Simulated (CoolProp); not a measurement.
The fluid at 298.15 K and 0.777 MPa is compressed adiabatically to 5.66 MPa with isentropic efficiency 0.6. The same conditions are run with several fluids, on thermodynamics alone (safety and materials aside).

Model: reference Helmholtz-energy equation of state of each fluid (normal hydrogen: Leachman 2009; oxygen: Schmidt 1985; hydrogen chloride: Thol 2018; carbon dioxide: Span 1996), in CoolProp.

```
fluid              work (kJ/kg)  final temperature (K)    final phase  final density (kg/m³)
-----------------  ------------  ---------------------  -------------  ---------------------
normal hydrogen            5540                    [?]  supercritical                   1.99
oxygen                      344                    [?]  supercritical                    [?]
hydrogen chloride           288                  662.9            gas                   38.1
carbon dioxide              [?]                  540.1            gas                   56.9
```

Q: What belongs in the gaps?

A: 
- normal hydrogen, final temperature (K): 677.5
- oxygen, final temperature (K): 653.5
- oxygen, final density (kg/m³): 32.8
- carbon dioxide, work (kJ/kg): 222

Above 300 K oxygen's equation is extrapolated.
